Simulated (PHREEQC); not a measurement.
A made-up water analysis in mg/kgw, 18 °C, pH 2.72, pe 9.1:

```csv
constituent,mg/kgw
Na,169
K,227
Ca,537
Mg,75.2
Cl,393
S(6) as SO4,1860
Zn,1.3
Cd,147
N(5) as NO3,11.8
Cu(2),1.91
Fe(3),15.2
```

Valence states are taken as typed.

Computed with PHREEQC (ion-association model, wateq4f.dat).

```yaml
ionic_strength: 0.0625 mol/kgw
total_alkalinity: -3.87 meq/kg
charge_balance_error: 3.9 %
```

```json
[
 {"species": "SO4-2", "molality": "0.0121", "activity": "0.00528", "log γ": "-0.360"},
 {"species": "Cl-", "molality": "0.0108", "activity": "0.00864", "log γ": "-0.097"},
 {"species": "Ca+2", "molality": "0.00929", "activity": "0.00417", "log γ": "-0.347"},
 {"species": "Na+", "molality": "0.00717", "activity": "0.00583", "log γ": "-0.090"},
 {"species": "K+", "molality": "0.00562", "activity": "0.00450", "log γ": "-0.097"},
 {"species": "CaSO4", "molality": "0.00405", "activity": "0.00411", "log γ": "0.006"},
 {"species": "H+", "molality": "0.00225", "activity": "0.00191", "log γ": "-0.073"},
 {"species": "Mg+2", "molality": "0.00211", "activity": "0.000973", "log γ": "-0.335"},
 {"species": "HSO4-", "molality": "0.00104", "activity": "0.000843", "log γ": "-0.092"},
 {"species": "MgSO4", "molality": "0.000987", "activity": "0.00100", "log γ": "0.006"},
 {"species": "Cd+2", "molality": "0.000609", "activity": "0.000262", "log γ": "-0.365"},
 {"species": "CdSO4", "molality": "0.000377", "activity": "0.000382", "log γ": "0.006"}
]
```

This is a speciation only: nothing precipitates in the calculation. The solution is supersaturated, for example in Jarosite-K, Hematite (slow to form), so a real one may precipitate; this is no full list. Species that the database lacks are ignored.
